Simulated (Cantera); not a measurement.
**Equilibrium for silicon carbide growth: CH₃SiH₃ + C₃H₈ + H₂**

Feed: 1 mol CH₃SiH₃, 0.56 mol C₃H₈, 14 mol H₂, equilibrated at 627 °C and 0.0780 bar.

These are equilibrium values from Cantera (NASA tables, ideal gas, pure condensed phases), not measurements of a reactor. Candidate condensed phases: C, C₆H₆, C₇H₈, C₈H₁₈, Si, SiC; 87 gas species. The feed counts by its element totals alone. Rates play no part.

```
Quantity                              Value
--------------------------------  ---------
x(H₂)                                 0.977
x(CH₄)                               0.0232
n(C(graphite))                     1.24 mol
n(SiC(s))                          1.00 mol
gas amount                        18.80 mol
log10 activity of Si(s) (absent)      -3.83
```
